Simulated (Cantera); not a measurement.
Reactions in the system B-H-O

Cantera with NASA thermochemical tables; ideal gases at 1 bar, condensed phases pure. Values are per mole of reaction as written; species without (g) are pure solids or liquids, kept so even where they would boil at 1 bar.

6 HBO2(g) = 2 O3(g) + 3 B2O2(g) + 3 H2(g)

| T (K) | ΔH° (kJ) | ΔS° (J/K) | ΔG° (kJ) | log10 K |
|---|---|---|---|---|
| 575 | 2300.1 | 209.5 | 2179.6 | -198.00 |
| 625 | 2303.2 | 214.7 | 2169.0 | -181.27 |
| 675 | 2306.1 | 219.2 | 2158.2 | -167.00 |
| 725 | 2308.8 | 223.0 | 2147.1 | -154.69 |
| 775 | 2311.3 | 226.4 | 2135.9 | -143.95 |
| 825 | 2313.7 | 229.4 | 2124.5 | -134.51 |
| 875 | 2315.9 | 232.0 | 2112.9 | -126.13 |
| 925 | 2318.0 | 234.3 | 2101.3 | -118.66 |
| 975 | 2320.0 | 236.4 | 2089.5 | -111.94 |
| 1025 | 2321.8 | 238.2 | 2077.6 | -105.88 |
| 1075 | 2323.5 | 239.9 | 2065.7 | -100.37 |

2 HBO2(g) = B2O3(g) + O(g) + 2 H(g)

| T (K) | ΔH° (kJ) | ΔS° (J/K) | ΔG° (kJ) | log10 K |
|---|---|---|---|---|
| 575 | 981.9 | 222.2 | 854.1 | -77.59 |
| 625 | 983.7 | 225.2 | 842.9 | -70.45 |
| 675 | 985.3 | 227.8 | 831.6 | -64.35 |
| 725 | 987.0 | 230.1 | 820.1 | -59.09 |
| 775 | 988.5 | 232.2 | 808.6 | -54.50 |
| 825 | 990.0 | 234.0 | 796.9 | -50.46 |
| 875 | 991.4 | 235.7 | 785.2 | -46.87 |
| 925 | 992.8 | 237.2 | 773.4 | -43.67 |
| 975 | 994.1 | 238.6 | 761.5 | -40.79 |
| 1025 | 995.4 | 239.9 | 749.5 | -38.19 |
| 1075 | 996.6 | 241.0 | 737.5 | -35.83 |
